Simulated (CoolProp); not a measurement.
Values from CoolProp's reference Helmholtz-energy equation of state, Thol 2014.

Task: Give the vapour pressure (bar), vapour density (kg/m³), liquid cp (kJ/(kg K)), surface tension (mN/m) of saturated chloromethane (R40) at 39.45 °C.

Result: 
| T (°C) | p (bar) | vapour density (kg/m³) | liquid cp (kJ/(kg K)) | surface tension (mN/m) |
|---|---|---|---|---|
| 39.45 | 8.61 | 19.4 | 1.67 | 13.1 |

Surface tension comes from a separate correlation (Mulero 2014).
